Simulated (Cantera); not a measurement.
Input: 1 mol Cu₂O, 2.6 mol CH₄, 7.5 mol H₂, held at 6.60 bar.

Equilibrium computed with Cantera from the NASA thermochemical tables; the gas is ideal and each condensed phase is pure. Candidate condensed phases: C, C₆H₆, C₇H₈, C₈H₁₈, Cu, CuO, Cu(OH)₂, Cu₂O, H₂O; 113 gas species. The numbers say what is thermodynamically allowed, not how fast it happens. All values below are at 1675 K.

Base state: H₂ 0.920, CO 0.0732, CH₄ 0.00672, H₂O 0.000247, C₂H₂ (acetylene) 5.34e-5, H 4.33e-5, C₂H₄ 1.92e-5, Cu 1.73e-5 (mole fractions); condensed: C(graphite) + Cu(l).

Question: What changes in the equilibrium state with this change: Cu₂O replaced by MgO?

Answer: 
```json
[
 {"species": "H₂", "before": "0.920", "after": "0.989"},
 {"species": "CH₄", "before": "0.00672", "after": "0.00778"},
 {"species": "CO", "before": "0.0732", "after": "0.00156"},
 {"species": "Mg", "before": "0", "after": "0.00152"},
 {"species": "Cu", "before": "1.73e-5", "after": "0"},
 {"species": "MgH", "before": "0", "after": "4.75e-5"},
 {"species": "H₂O", "before": "0.000247", "after": "5.66e-6"},
 {"species": "C₂H₄", "before": "1.92e-5", "after": "2.23e-5"},
 {"species": "C₂H₂ (acetylene)", "before": "5.34e-5", "after": "5.74e-5"},
 {"species": "H", "before": "4.33e-5", "after": "4.49e-5"},
 {"species": "C(graphite), mol", "before": "1.51", "after": "2.48"},
 {"species": "Cu(l), mol", "before": "2.00", "after": "0"},
 {"species": "MgO(s), mol", "before": "0", "after": "0.980"}
]
```
The tables' values for MgH are old estimates; treat these amounts as uncertain. Further candidate phases: Mg, MgCO₃, MgO, Mg(OH)₂.
